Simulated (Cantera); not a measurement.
Input: 1 mol Si(CH3)4, 0.44 mol HCl, 530 mol H2, held at 1575 K and 27000 Pa.

Cantera equilibrium calculation (NASA polynomials, part measured and part estimated; ideal gas, pure solids and liquids). Candidate condensed phases: C, C6H6, C7H8, C8H18, Si, SiC; 109 gas species. The numbers say what is thermodynamically allowed, not how fast it happens.

Base state: H2 0.999, HCl 0.000820, CH4 0.000490, H 7.99e-5, C2H2 (acetylene) 2.11e-5 (mole fractions); condensed: C(graphite) + SiC(s).

Problem. What changes in the equilibrium state with this change: temperature from 1575 K to 2550 K?

Solution. 
```json
[
 {"species": "H2", "before": "0.999", "after": "0.936"},
 {"species": "H", "before": "7.99e-5", "after": "0.0581"},
 {"species": "C2H2 (acetylene)", "before": "2.11e-5", "after": "0.00343"},
 {"species": "Si", "before": "2.05e-9", "after": "0.00140"},
 {"species": "SiC2", "before": "<1e-9", "after": "0.000115"},
 {"species": "SiH", "before": "2.54e-9", "after": "0.000173"},
 {"species": "Si2C", "before": "<1e-9", "after": "2.45e-5"},
 {"species": "C2H", "before": "<1e-9", "after": "1.70e-5"},
 {"species": "SiH2", "before": "3.61e-8", "after": "6.30e-5"},
 {"species": "C(graphite), mol", "before": "2.71", "after": "0"},
 {"species": "SiC(s), mol", "before": "1.000", "after": "0"}
]
```
Gases not in the tables: Si2H6 and higher silanes.
